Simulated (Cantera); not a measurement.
A closed system holds: 1 mol Cu2O, 5.7 mol C, 16 mol N2, held at 0.0230 bar.

Equilibrium computed with Cantera from the NASA thermochemical tables; the gas is ideal and each condensed phase is pure. Candidate condensed phases: C, Cu, CuO, Cu2O; 27 gas species. Kinetics and transport are ignored.

Question: Which condensed phases are stable at each of these points (T (K)): 1075, 1125, 1175, 1225, 1275, 1325, 1375, 1425, 1475, 1525, 1575, 1625, 1675, 1725?

Answer: 
| T (K) | condensed phases | Cu condensed (%) |
|---|---|---|
| 1075 | C(graphite) + Cu(s) | 100.0 |
| 1125 | C(graphite) + Cu(s) | 100.0 |
| 1175 | C(graphite) + Cu(s) | 100.0 |
| 1225 | C(graphite) + Cu(s) | 100.0 |
| 1275 | C(graphite) + Cu(s) | 100.0 |
| 1325 | C(graphite) + Cu(s) | 100.0 |
| 1375 | C(graphite) + Cu(l) | 100.0 |
| 1425 | C(graphite) + Cu(l) | 99.9 |
| 1475 | C(graphite) + Cu(l) | 99.8 |
| 1525 | C(graphite) + Cu(l) | 99.5 |
| 1575 | C(graphite) + Cu(l) | 99.0 |
| 1625 | C(graphite) + Cu(l) | 97.9 |
| 1675 | C(graphite) + Cu(l) | 95.8 |
| 1725 | C(graphite) + Cu(l) | 91.8 |

From 1075 K to 1325 K the condensed part is C(graphite) + Cu(s). From 1375 K to 1725 K the condensed part is C(graphite) + Cu(l).
